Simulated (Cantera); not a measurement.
A Cantera script and what it prints.

```python
import numpy as np
import cantera as ct

gas_names = [...]  # 45 gases of nasa_gas.yaml made of Ba, F, H, N, O
cond_names = """
    Ba(cr) Ba(L) BaF2(a) BaF2(b,c) BaF2(L) BaO(s) BaO(L) BaO2H2(s) BaO2H2(L) H2O(s) H2O(L)
""".split()


# ... load() reads the species with a 1 bar reference pressure and builds the phases ...
atoms = {
    'BaF2': {'Ba': 1, 'F': 2},
    'H2O': {'H': 2, 'O': 1},
    'N2': {'N': 2},
}
top_T = {}  # K; cautious upper limits of use, not melting points


# ... equilibrate(T, P, feed) seeds the gas with the atoms and calls Mixture.equilibrate('TP', solver="vcs", rtol=1e-11, max_steps=5000) ...
results = []
feed = {'BaF2': 1, 'H2O': 13, 'N2': 0.99}  # mol
T = 2075  # K
P = 13332.2  # Pa
mix = equilibrate(T, P, feed)
results.append((T, P, feed, dict(zip(mix.species_names, mix.species_moles))))
print(gas.report(threshold=0.0001))
for i in range(1, mix.n_phases):
    print(f"{mix.phase(i).name:16s} {mix.phase_moles(i):12.5e} mol")
```

Output:

```
       temperature   2075 K
          pressure   13332 Pa
           density   0.022317 kg/m^3
  mean mol. weight   28.879 kg/kmol
   phase of matter   gas

                          1 kg             1 kmol
                     ---------------   ---------------
          enthalpy        -6.098e+06        -1.761e+08  J
   internal energy       -6.6954e+06       -1.9336e+08  J
           entropy             10322        2.9807e+05  J/K
    Gibbs function       -2.7515e+07       -7.9461e+08  J
 heat capacity c_p            1772.4             51184  J/K
 heat capacity c_v            1484.5             42869  J/K

                      mass frac. Y      mole frac. X     chem. pot. / RT
                     ---------------   ---------------   ---------------
               BaF         0.0033532        0.00061946           -62.468
              BaF2           0.27398          0.045129           -95.315
              BaOH         0.0013717        0.00025668           -60.579
            BaO2H2            0.1189           0.02004           -91.536
                 H        3.0438e-05        0.00087202           -12.931
                HF          0.028551          0.041213           -45.778
                H2        0.00099752          0.014289           -25.862
               H2O           0.49924           0.80031           -43.888
                NO        0.00046562        0.00044813           -33.932
                N2           0.06321          0.065161           -31.811
                 O        0.00013517        0.00024399           -18.027
                OH         0.0032826          0.005574           -30.958
                O2         0.0064725         0.0058416           -36.053
     [  +32 minor]        3.3672e-06        2.3217e-06

Ba(L)             0.00000e+00 mol
BaF2(L)           0.00000e+00 mol
BaO(s)            0.00000e+00 mol
BaO2H2(L)         0.00000e+00 mol
```

Cantera equilibrium calculation (NASA polynomials, part measured and part estimated; ideal gas, pure solids and liquids).
